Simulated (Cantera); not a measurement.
Input: 1 mol Ti, a varied amount of CO₂, 21 mol CO, at 1.00 bar.

Method: chemical equilibrium by Gibbs-energy minimisation in Cantera with the NASA 1993 tables (ideal gas, pure condensed phases). Candidate condensed phases: C, Ti, TiC, TiO, TiO₂, Ti₂O₃, Ti₃O₅, Ti₄O₇; 15 gas species. Mutual solubility and eutectic melting of coexisting phases are not modelled. Condensed phases not in the tables: Magnéli phases beyond Ti₄O₇. Rates play no part.

Task: What condenses at these points (T in K, n(CO₂) in mol): (1475, 4); (1475, 0.36); (1475, 0.71); (1400, 1.4); (650, 0.5); (1025, 8); (1100, 1); (1400, 2)?

Result: 
```json
[
 {"T (K)": "1475", "n(CO₂) in mol": "4", "condensed phases": "TiO₂", "Ti condensed (%)": "100.0"},
 {"T (K)": "1475", "n(CO₂) in mol": "0.36", "condensed phases": "C + Ti₃O₅", "Ti condensed (%)": "100.0"},
 {"T (K)": "1475", "n(CO₂) in mol": "0.71", "condensed phases": "C + Ti₃O₅", "Ti condensed (%)": "100.0"},
 {"T (K)": "1400", "n(CO₂) in mol": "1.4", "condensed phases": "C + Ti₄O₇", "Ti condensed (%)": "100.0"},
 {"T (K)": "650", "n(CO₂) in mol": "0.5", "condensed phases": "C + TiO₂", "Ti condensed (%)": "100.0"},
 {"T (K)": "1025", "n(CO₂) in mol": "8", "condensed phases": "C + TiO₂", "Ti condensed (%)": "100.0"},
 {"T (K)": "1100", "n(CO₂) in mol": "1", "condensed phases": "C + TiO₂", "Ti condensed (%)": "100.0"},
 {"T (K)": "1400", "n(CO₂) in mol": "2", "condensed phases": "TiO₂ + Ti₄O₇", "Ti condensed (%)": "100.0"}
]
```
